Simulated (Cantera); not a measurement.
An isothermal plug-flow reactor at 725 K and 1.28 atm (inlet), inlet velocity 0.8 m/s, active area per volume 250 1/m; feed CO : O₂ : N₂ = 0.022 : 0.16 : 0.79 (molar parts), equivalence ratio 0.069.

Model: Deutschmann's 1995 Pt surface mechanism with GRI-Mech 3.0 gas chemistry, integrated in Cantera. Catalytic surfaces can have several steady states; this one follows from the mechanism file's or the stated starting coverage. Mass transfer to the wall is taken as infinitely fast.

What does this change do: inlet velocity 0.8 to 2.8 m/s?


```tsv
quantity	before	after
x(CO) at z = 0.037 m	0.00429	0.00668
x(O₂) at z = 0.037 m	0.157	0.158
x(H₂O) at z = 0.037 m	<1e-12	<1e-12
x(CO₂) at z = 0.037 m	0.0186	0.0161
θ(free Pt) at the exit	0.0117	0.0159
θ(O*) at the exit	0.988	0.983
```

What does this change do: inlet velocity 0.8 to 2.4 m/s?


| quantity | before | after |
|---|---|---|
| x(CO) at z = 0.037 m | 0.00429 | 0.00641 |
| x(O₂) at z = 0.037 m | 0.157 | 0.158 |
| x(H₂O) at z = 0.037 m | <1e-12 | <1e-12 |
| x(CO₂) at z = 0.037 m | 0.0186 | 0.0164 |
| θ(free Pt) at the exit | 0.0117 | 0.0152 |
| θ(O*) at the exit | 0.988 | 0.983 |

What does this change do: area per volume 250 to 92 1/m?


```
quantity                 before    after
----------------------  -------  -------
x(CO) at z = 0.037 m    0.00429  0.00623
x(O₂) at z = 0.037 m      0.157    0.158
x(H₂O) at z = 0.037 m    <1e-12   <1e-12
x(CO₂) at z = 0.037 m    0.0186   0.0166
θ(free Pt) at the exit   0.0117   0.0147
θ(O*) at the exit         0.988    0.984
```
